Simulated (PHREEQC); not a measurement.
Make-up at 75 °C: 120 mmol/kgw HBr, 16 mmol/kgw MgSO4 and 0.8 mmol/kgw KNO3. Closed to the air; pH follows from the charge balance.

Equilibrium calculation in PHREEQC: ion-association model, phreeqc.dat.

Each row changes one thing in this solution. Precipitation was switched off in this run.

```tsv
case	pH	ionic strength (mol/kgw)	Mg+2 (mol/kgw)	HSO4- (mol/kgw)	SO4-2 (mol/kgw)	MgSO4 (mol/kgw)
as made	1.07	0.153	0.0149	0.0137	0.00119	0.00115
KNO3 left out	1.07	0.152	0.0148	0.0137	0.00119	[?]
temperature from 75 to 65 °C	1.07	0.153	0.0148	0.0133	0.00149	0.00124
0.02 mol/kgw NaCl added	1.08	0.173	0.0149	0.0136	0.00124	[?]
HBr replaced by KBr at the same molality	6.16	0.157	0.0109	[?]	0.00737	0.00512
```

What belongs in the gaps?


- KNO3 left out, MgSO4 (mol/kgw): 0.00116
- 0.02 mol/kgw NaCl added, MgSO4 (mol/kgw): 0.00111
- HBr replaced by KBr at the same molality, HSO4- (mol/kgw): 6.94e-7

Complexes and solids missing from the database can't appear. Away from 25 °C the constants follow the database's enthalpies or fits; those with neither stay at their 25 °C values.
